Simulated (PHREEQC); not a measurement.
**Acid rinse or clean: an equilibrium model**

Make-up at 25 °C: 3.2 mmol/kgw HNO3, 1.5 mmol/kgw CaCl2 and 1.3 mmol/kgw KCl. Closed to the air; pH follows from the charge balance.

Equilibrium calculation in PHREEQC: ion-association model, phreeqc.dat.

No solid was allowed to form.

Q: Predict the pH, specific conductance.

A: pH 2.53; specific conductance 1810 µS/cm.
